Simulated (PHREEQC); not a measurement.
A solution holds 0.0186 mol/kgw Ba(OH)2, at 20 °C. Closed to the air; pH follows from the charge balance.

All values are PHREEQC results (ion-association model, phreeqc.dat), not measurements.

This is a speciation only: nothing precipitates in the calculation.

Task: What pH, density does the model give?

Result: pH 12.63; density 1.002 g/cm³.

Task: In which forms is Ba present?

Result: Ba+2 93 %, BaOH+ 7.2 % of the Ba.
